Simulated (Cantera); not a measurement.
What does this Cantera script print?

```python
import numpy as np
import cantera as ct

gas_names = """
    AL ALN AL2 N N2
""".split()
cond_names = """
    AL(cr) AL(L) ALN(s)
""".split()


# ... load() reads the species with a 1 bar reference pressure and builds the phases ...
atoms = {
    'AlN': {'AL': 1, 'N': 1},
    'N2': {'N': 2},
}
top_T = {'ALN(s)': 2750}  # K; cautious upper limits of use, not melting points


# ... equilibrate(T, P, feed) seeds the gas with the atoms and calls Mixture.equilibrate('TP', solver="vcs", rtol=1e-11, max_steps=5000) ...
results = []
feed = {'AlN': 1, 'N2': 0.52}  # mol
P = 13332.2  # Pa
for T in [1500, 1650, 1800, 1950, 2100, 2250, 2400, 2550, 2700]:
    mix = equilibrate(T, P, feed)
    results.append((T, P, feed, dict(zip(mix.species_names, mix.species_moles))))

top = {s: max(r[3][s] / sum(r[3][g] for g in gas_names) for r in results) for s in gas_names}
cols = sorted((s for s in top if top[s] > 0.001), key=lambda s: -top[s])[:6]
seen = [c for c in cond_names if any(r[3].get(c, 0) > 1e-12 for r in results)]
print("log10 of partial pressures in bar; condensed amounts in mol")
print(f"{'T/K':>10s}" + "".join(f"{s[:9]:>10s}" for s in cols + seen))
for T, P, feed, n in results:
    ng = sum(n[g] for g in gas_names)
    print(f"{T:10.4g}" + "".join(f"{np.log10(max(n[s] / ng * P / 1e5, 1e-99)):10.3f}" for s in cols)
          + "".join(f"{n.get(c, 0):10.4g}" for c in seen))
```

Result:

```
log10 of partial pressures in bar; condensed amounts in mol
       T/K        N2        AL       AL2    ALN(s)
      1500    -0.875    -9.771   -18.552         1
      1650    -0.875    -7.758   -15.072         1
      1800    -0.875    -6.084   -12.182         1
      1950    -0.875    -4.673    -9.745    0.9999
      2100    -0.876    -3.466    -7.663    0.9987
      2250    -0.888    -2.418    -5.855    0.9844
      2400    -1.011    -1.447    -4.165    0.7657
      2550    -1.171    -1.182    -3.857         0
      2700    -1.172    -1.181    -4.054         0
```

Equilibrium computed with Cantera from the NASA thermochemical tables; the gas is ideal and each condensed phase is pure.
